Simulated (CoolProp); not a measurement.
Saturation properties of toluene.

The numbers come from the reference Helmholtz-energy equation of state, Lemmon 2006 in CoolProp. It is a short technical equation, of lower accuracy than the large ones.

```tsv
T (K)	p (bar)	liquid density (kg/m³)	vapour density (kg/m³)	liquid viscosity (µPa s)	vapour viscosity (µPa s)
299.1	0.03990	861.3	0.1484	545	6.99
303.2	0.04907	857.4	0.1801	520	7.08
307.4	0.06024	853.5	0.2183	495	7.17
311.5	0.07312	849.7	0.2617	473	7.26
315.6	0.08824	845.8	0.3120	453	7.35
319.7	0.1059	841.9	0.3699	434	7.44
323.9	0.1269	838.0	0.4380	416	7.53
328	0.1506	834.1	0.5140	399	7.61
332.1	0.1778	830.2	0.6003	383	7.70
336.2	0.2090	826.2	0.6980	369	7.79
340.4	0.2454	822.2	0.8108	355	7.88
344.5	0.2858	818.2	0.9346	342	7.97
348.6	0.3314	814.2	1.073	330	8.05
352.8	0.3840	810.1	1.231	318	8.14
```

It boils at 383.7 K under 1 atm.

Viscosity comes from a separate model (Avgeri 2015).
